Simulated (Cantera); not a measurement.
# Stirred combustor or abatement burner

A perfectly stirred reactor is fed with 4.56 % CH4, 2.46 % H2, 19.5 % O2, 73.4 % N2, equivalence ratio 0.53, at 210 Torr; it is adiabatic with a 448 K inlet, and is followed from long to short residence time, starting on the burning branch (τ in s: 0.11, 0.045, 0.019, 0.0077, 0.0032, 0.0013, 0.00055, 0.00023, 9.6e-05, 4e-05, 1.6e-05, 6.8e-06).

Detailed kinetics in Cantera: GRI-Mech 3.0 (53 species, 325 reactions).

```
τ (s)    T (K)     x CH4      x H2    x O2    x HO2   x CH2O     x OH   x CH2CO
-------  -----  --------  --------  ------  -------  -------  -------  --------
0.11      1658   1.48e-5  0.000359  0.0925  2.28e-6  1.60e-6  0.00195  4.74e-10
0.045     1646   2.59e-5  0.000624  0.0925  3.67e-6  2.88e-6  0.00251  9.30e-10
0.019     1626   4.49e-5   0.00104  0.0927  5.59e-6  5.03e-6  0.00311   1.80e-9
0.0077    1595   8.32e-5   0.00169  0.0931  8.32e-6  9.01e-6  0.00371   3.81e-9
0.0032    1549  0.000163   0.00258  0.0942  1.18e-5  1.64e-5  0.00412   8.93e-9
0.0013    1481  0.000377   0.00381  0.0968  1.71e-5  3.30e-5  0.00414   2.73e-8
0.00055   1387   0.00115   0.00596   0.103  2.87e-5  8.05e-5  0.00349   1.42e-7
0.00023    448    0.0456    0.0246   0.195   <1e-12   <1e-12   <1e-12    <1e-12
9.6e-5     448    0.0456    0.0246   0.195   <1e-12   <1e-12   <1e-12    <1e-12
4.0e-5     448    0.0456    0.0246   0.195   <1e-12   <1e-12   <1e-12    <1e-12
1.6e-5     448    0.0456    0.0246   0.195   <1e-12   <1e-12   <1e-12    <1e-12
6.8e-6     448    0.0456    0.0246   0.195   <1e-12   <1e-12   <1e-12    <1e-12
```
x: mole fraction; the columns are a selection and need not sum to one.
